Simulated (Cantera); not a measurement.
**Metals in furnace atmospheres: Cu + CO2 + N2**

Input: 1 mol Cu, 16 mol CO2, 170 mol N2, equilibrated at 1175 K.

Method: chemical equilibrium by Gibbs-energy minimisation in Cantera with the NASA 1993 tables (ideal gas, pure condensed phases). Candidate condensed phases: C, Cu, CuO, Cu2O; 27 gas species. Mutual solubility and eutectic melting of coexisting phases are not modelled. Equilibrium is a limit: real reactors are often held back by kinetics, nucleation or transport.

```csv
P (Pa),log p N2,log p CO2,log p Cu,log p CO,n Cu(s),n Cu2O(s)
10,-4.04,-5.07,-8.22,-8.62,0.989,0
41,-3.43,-4.45,-8.22,-8.20,0.997,0
160,-2.83,-3.86,-8.22,-7.81,0.999,0
670,-2.21,-3.24,-8.22,-7.39,1.000,0
2700,-1.61,-2.63,-8.22,-6.96,1.000,8.47e-5
11000,-1.00,-2.02,-8.22,-6.35,0.999,0.000564
45000,-0.39,-1.41,-8.22,-5.74,0.999,0.000692
180000,0.22,-0.81,-8.22,-5.14,0.999,0.000729
740000,0.83,-0.20,-8.22,-4.53,0.999,0.000741
3000000,1.44,0.41,-8.22,-3.92,0.999,0.000745
```
log p: log10 of the partial pressure in bar; n: condensed amount in mol.

From 0.0750 Torr to 5.03 Torr the condensed part is Cu(s). From 20.3 Torr to 22500 Torr the condensed part is Cu(s) + Cu2O(s).
